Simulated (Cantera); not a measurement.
What does this Cantera script print?

```python
import numpy as np
import cantera as ct

gas = ct.Solution("SiF4_NH3_mec.yaml", "gas")
gas.TPX = 1625, 101325, {'NH3': 1, 'H2': 3.2}
reactor = ct.IdealGasConstPressureReactor(gas, energy="off", clone=False)
net = ct.ReactorNet([reactor])
net.rtol, net.atol = 1e-08, 1e-18
show = ['NH3', 'H2', 'NH', 'N2H4', 'N', 'NH2', 'N2H2']
times = np.geomspace(4e-06, 100, 11)

steps = ct.SolutionArray(gas, extra=["t"])
rows = []
print(f"{'t/s':>10s}{'T/K':>9s}{'P/Pa':>11s}" + "".join(f"{s:>11s}" for s in show))
for t in times:
    while net.time < t:
        t_next = net.step()
        steps.append(gas.state, t=t_next)
    rows.append([np.interp(t, steps.t, y) for y in (steps.T, steps.P, *steps(*show).X.T)])
    print(f"{t:10.3e}{rows[-1][0]:9.1f}{rows[-1][1]:11.4g}" + "".join(f"{x:11.3e}" for x in rows[-1][2:]))
rate = np.gradient(steps.T, steps.t)
print("integrator steps:", len(steps.t))
if steps.T.max() > steps.T[0] + 200:
    print(f"time of steepest temperature rise: {steps.t[rate.argmax()]:.4e} s")
gas.TPX = 1625, 101325, {'NH3': 1, 'H2': 3.2}
gas.equilibrate("TP")
print(f"equilibrium (TP): T = {gas.T:.1f} K  " + "  ".join(f"{s} {gas[s].X[0]:.3e}" for s in show))
```

It prints:

```
       t/s      T/K       P/Pa        NH3         H2         NH       N2H4          N        NH2       N2H2
 4.000e-06   1625.0  1.013e+05  2.381e-01  7.619e-01  3.031e-13  2.974e-14  7.675e-18  5.739e-08  1.485e-14
 2.197e-05   1625.0  1.013e+05  2.381e-01  7.619e-01  1.134e-11  1.702e-12  2.449e-15  3.134e-07  1.583e-12
 1.207e-04   1625.0  1.013e+05  2.381e-01  7.619e-01  3.554e-10  5.929e-11  4.594e-13  1.719e-06  8.249e-11
 6.629e-04   1625.0  1.013e+05  2.381e-01  7.619e-01  1.041e-08  1.772e-09  7.360e-11  9.274e-06  2.854e-09
 3.641e-03   1625.0  1.013e+05  2.380e-01  7.619e-01  1.290e-07  2.206e-08  3.192e-09  3.269e-05  4.205e-08
 2.000e-02   1625.0  1.013e+05  2.377e-01  7.621e-01  1.564e-07  2.673e-08  4.262e-09  3.599e-05  5.194e-08
 1.099e-01   1625.0  1.013e+05  2.361e-01  7.630e-01  1.557e-07  2.642e-08  4.246e-09  3.578e-05  5.129e-08
 6.034e-01   1625.0  1.013e+05  2.276e-01  7.681e-01  1.516e-07  2.479e-08  4.157e-09  3.466e-05  4.796e-08
 3.314e+00   1625.0  1.013e+05  1.894e-01  7.909e-01  1.323e-07  1.798e-08  3.723e-09  2.953e-05  3.429e-08
 1.821e+01   1625.0  1.013e+05  9.619e-02  8.464e-01  7.660e-08  5.272e-09  2.311e-09  1.599e-05  9.729e-09
 1.000e+02   1625.0  1.013e+05  2.453e-02  8.892e-01  2.202e-08  3.857e-10  7.080e-10  4.324e-06  6.972e-10
integrator steps: 823
equilibrium (TP): T = 1625.0 K  NH3 1.167e-05  H2 9.038e-01  NH 1.089e-11  N2H4 9.113e-17  N 3.571e-13  NH2 2.096e-09  N2H2 1.454e-14
```

Cantera simulation using the gas-phase N/H chemistry of the illustrative SiF4/NH3 mechanism in the Surface Chemkin manual (1991); the numbers are that mechanism's predictions, not measurements. Walls and surfaces, which speed up NH3 decomposition in real reactors, are not modelled.
